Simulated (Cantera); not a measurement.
Stirred combustor or abatement burner

A perfectly stirred reactor is fed with C3H8 : O2 : N2 = 1 : 8.2 : 30.8 (molar parts), at 1.00 bar; it is adiabatic with a 373 K inlet, and is followed from long to short residence time, starting on the burning branch (τ in s: 0.057, 0.029, 0.014, 0.0073, 0.0037, 0.0018, 0.00092, 0.00046, 0.00023, 0.00012, 5.9e-05, 3e-05, 1.5e-05).

Detailed kinetics in Cantera: GRI-Mech 3.0 (53 species, 325 reactions). GRI-Mech 3.0 was tuned for natural gas; its chemistry of propane as a main component is partial and can be far from experiment.

| τ (s) | T (K) | x C3H8 | x O2 | x C2H6 | x OH | x CH4 | x CH2CO |
|---|---|---|---|---|---|---|---|
| 0.057 | 1767 | 1.40e-6 | 0.0779 | 1.05e-9 | 0.00146 | 3.00e-7 | 2.65e-6 |
| 0.029 | 1761 | 2.23e-6 | 0.0780 | 1.56e-9 | 0.00177 | 3.81e-7 | 4.12e-6 |
| 0.014 | 1751 | 3.61e-6 | 0.0782 | 2.56e-9 | 0.00216 | 5.10e-7 | 6.50e-6 |
| 0.0073 | 1739 | 5.52e-6 | 0.0785 | 4.37e-9 | 0.00254 | 7.01e-7 | 9.61e-6 |
| 0.0037 | 1720 | 8.64e-6 | 0.0790 | 8.49e-9 | 0.00294 | 1.07e-6 | 1.42e-5 |
| 0.0018 | 1693 | 1.43e-5 | 0.0799 | 1.92e-8 | 0.00332 | 1.93e-6 | 2.14e-5 |
| 0.00092 | 1658 | 2.39e-5 | 0.0814 | 4.56e-8 | 0.00355 | 3.90e-6 | 3.17e-5 |
| 0.00046 | 1606 | 4.55e-5 | 0.0842 | 1.28e-7 | 0.00353 | 9.94e-6 | 5.08e-5 |
| 0.00023 | 1519 | 0.000118 | 0.0906 | 5.48e-7 | 0.00288 | 4.11e-5 | 0.000105 |
| 0.00012 | 373 | 0.0250 | 0.205 | <1e-12 | <1e-12 | <1e-12 | <1e-12 |
| 5.9e-5 | 373 | 0.0250 | 0.205 | <1e-12 | <1e-12 | <1e-12 | <1e-12 |
| 3.0e-5 | 373 | 0.0250 | 0.205 | <1e-12 | <1e-12 | <1e-12 | <1e-12 |
| 1.5e-5 | 373 | 0.0250 | 0.205 | <1e-12 | <1e-12 | <1e-12 | <1e-12 |
x: mole fraction; the columns are a selection and need not sum to one.
